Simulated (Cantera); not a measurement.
Input (Python, Cantera) and output of one run.

```python
import numpy as np
import cantera as ct

gas_names = [...]  # 95 gases of nasa_gas.yaml made of C, F, H
cond_names = """
    C(gr) C6H6(L) C7H8(L) C8H18(L),n-octa
""".split()


# ... load() reads the species with a 1 bar reference pressure and builds the phases ...
atoms = {
    'CHF3': {'C': 1, 'H': 1, 'F': 3},
    'H2': {'H': 2},
}
top_T = {'C(gr)': 4500}  # K; cautious upper limits of use, not melting points


# ... equilibrate(T, P, feed) seeds the gas with the atoms and calls Mixture.equilibrate('TP', solver="vcs", rtol=1e-11, max_steps=5000) ...
results = []
feed = {'CHF3': 1, 'H2': 0.086}  # mol
T = 1475  # K
for P in [1, 10, 100, 1000, 10000, 100000]:
    mix = equilibrate(T, P, feed)
    results.append((T, P, feed, dict(zip(mix.species_names, mix.species_moles))))
    x = sorted(zip(gas.X, gas.species_names), reverse=True)
    print(f"T = {T:g} K  P = {P:g} Pa  gas = {mix.phase_moles(0):.4g} mol")
    print("   x: " + "  ".join(f"{s} {v:.3e}" for v, s in x if v > 1e-06))
    print("   condensed (mol): " + ("  ".join(f"{mix.phase(i).name} {mix.phase_moles(i):.4g}"
          for i in range(1, mix.n_phases) if mix.phase_moles(i) > 1e-12) or "none"))
```

It prints:

```
T = 1475 K  P = 1 Pa  gas = 1.639 mol
   x: HF 7.149e-01  CF4 2.749e-01  F 5.223e-03  CF2 4.847e-03  CF3 1.556e-04
   condensed (mol): C(gr) 0.5411
T = 1475 K  P = 10 Pa  gas = 1.631 mol
   x: HF 7.184e-01  CF4 2.790e-01  CF2 1.544e-03  F 9.323e-04  CF3 8.848e-05
   condensed (mol): C(gr) 0.5421
T = 1475 K  P = 100 Pa  gas = 1.63 mol
   x: HF 7.192e-01  CF4 2.801e-01  CF2 4.892e-04  F 1.660e-04  CF3 4.990e-05
   condensed (mol): C(gr) 0.5426
T = 1475 K  P = 1000 Pa  gas = 1.629 mol
   x: HF 7.194e-01  CF4 2.804e-01  CF2 1.548e-04  F 2.952e-05  CF3 2.808e-05  CHF3 1.582e-06
   condensed (mol): C(gr) 0.5429
T = 1475 K  P = 10000 Pa  gas = 1.629 mol
   x: HF 7.194e-01  CF4 2.805e-01  CF2 4.896e-05  CF3 1.580e-05  F 5.250e-06  CHF3 5.005e-06
   condensed (mol): C(gr) 0.543
T = 1475 K  P = 100000 Pa  gas = 1.629 mol
   x: HF 7.194e-01  CF4 2.805e-01  CHF3 1.583e-05  CF2 1.548e-05  CF3 8.883e-06  H2F2 6.886e-06
   condensed (mol): C(gr) 0.543
```

Equilibrium computed with Cantera from the NASA thermochemical tables; the gas is ideal and each condensed phase is pure. Gases not in the tables: C2F6 and larger saturated fluorocarbons.
